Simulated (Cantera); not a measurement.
What does this Cantera script print?

```python
import numpy as np
import cantera as ct

gas_names = """
    Fe FeO N NO NO2 NO3 N2 N2O O O2 O3 S SN SO SO2 SO3 S2 S2O S8
""".split()
cond_names = """
    Fe(a) Fe(c) Fe(d) Fe(L) FeO(s) FeO(L) FeS(a) FeS(b) FeS(c) FeS(L) FeSO4(s) FeS2(s) Fe2O3(s)
    Fe2S3O12(s) Fe3O4(s) S(cr1) S(cr2) S(L)
""".split()


# ... load() reads the species with a 1 bar reference pressure and builds the phases ...
atoms = {
    'Fe2O3': {'Fe': 2, 'O': 3},
    'SO2': {'S': 1, 'O': 2},
    'N2': {'N': 2},
}
top_T = {'FeSO4(s)': 950, 'FeS2(s)': 1010, 'Fe2O3(s)': 1830, 'Fe2S3O12(s)': 1100, 'Fe3O4(s)': 1870}  # K; cautious upper limits of use, not melting points


# ... equilibrate(T, P, feed) seeds the gas with the atoms and calls Mixture.equilibrate('TP', solver="vcs", rtol=1e-11, max_steps=5000) ...
results = []
feed = {'Fe2O3': 1, 'SO2': 2.6, 'N2': 14}  # mol
T = 1800  # K
P = 100000  # Pa
mix = equilibrate(T, P, feed)
results.append((T, P, feed, dict(zip(mix.species_names, mix.species_moles))))
print(gas.report(threshold=1e-06))
for i in range(1, mix.n_phases):
    print(f"{mix.phase(i).name:16s} {mix.phase_moles(i):12.5e} mol")
```

Result:

```
       temperature   1800 K
          pressure   1e+05 Pa
           density   0.22481 kg/m^3
  mean mol. weight   33.645 kg/kmol
   phase of matter   gas

                          1 kg             1 kmol
                     ---------------   ---------------
          enthalpy        2.3066e+05        7.7605e+06  J
   internal energy       -2.1417e+05       -7.2056e+06  J
           entropy            7923.5        2.6658e+05  J/K
    Gibbs function       -1.4032e+07       -4.7209e+08  J
 heat capacity c_p            1161.2             39068  J/K
 heat capacity c_v            914.08             30754  J/K

                      mass frac. Y      mole frac. X     chem. pot. / RT
                     ---------------   ---------------   ---------------
                NO        0.00080787        0.00090584           -29.916
                N2           0.69491           0.83458           -26.772
                 O        5.6155e-06        1.1809e-05            -16.53
                O2         0.0089574         0.0094184            -33.06
                SO        4.5159e-05        3.1615e-05           -40.604
               SO2            0.2949           0.15489           -57.134
               SO3        0.00037606        0.00015805           -73.664
     [  +12 minor]        8.7871e-07         6.084e-07

Fe(d)             0.00000e+00 mol
FeO(L)            0.00000e+00 mol
FeS(L)            0.00000e+00 mol
Fe2O3(s)          0.00000e+00 mol
Fe3O4(s)          6.66666e-01 mol
S(L)              0.00000e+00 mol
```

Cantera equilibrium calculation (NASA polynomials, part measured and part estimated; ideal gas, pure solids and liquids).
